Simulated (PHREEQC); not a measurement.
Make-up at 10 °C: 0.00036 mol/kgw Na2SeO4 and 0.00082 mol/kgw NaOH. Closed to the air; pH follows from the charge balance.

All values are PHREEQC results (ion-association model, wateq4f.dat), not measurements.

This is a speciation only: nothing precipitates in the calculation.

### Question
What pH does the model give?

### Answer
pH 11.43.

Complexes and solids missing from the database can't appear. At this temperature some constants are extrapolated from 25 °C, and those without enthalpy data are left unchanged.
